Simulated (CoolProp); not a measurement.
Properties of CH3F (R41) at several states (Tc = 317.3 K, pc = 5.906 MPa, ω = 0.200).

Values from CoolProp's reference Helmholtz-energy equation of state, Lemmon 2006. It is a short technical equation, of lower accuracy than the large ones.

| T (K) | p (MPa) | phase | density (kg/m³) | cp (kJ/(kg K)) | cv (kJ/(kg K)) | speed of sound (m/s) | Joule-Thomson coefficient (K/MPa) | fugacity coefficient |
|---|---|---|---|---|---|---|---|---|
| 419.8 | 10.7 | supercritical | 141.3 | 2.115 | ? | ? | 5.050 | 0.7609 |
| 362.9 | 0.224 | gas | 2.551 | 1.237 | 0.9817 | 331.0 | 10.31 | 0.9904 |
| 417.5 | 0.154 | gas | 1.516 | 1.342 | ? | 352.5 | 7.050 | 0.9959 |
| 364.9 | 0.0362 | gas | 0.4067 | 1.227 | 0.9808 | ? | 10.19 | 0.9985 |
| 169.6 | 1.19 | liquid | 932.9 | 2.056 | ? | 1226 | -0.3388 | 0.01705 |

### Question
Fill in the missing entries.

### Answer

- 419.8, cv (kJ/(kg K)): 1.241
- 419.8, speed of sound (m/s): 315.1
- 417.5, cv (kJ/(kg K)): 1.092
- 364.9, speed of sound (m/s): 333.4
- 169.6, cv (kJ/(kg K)): 1.344
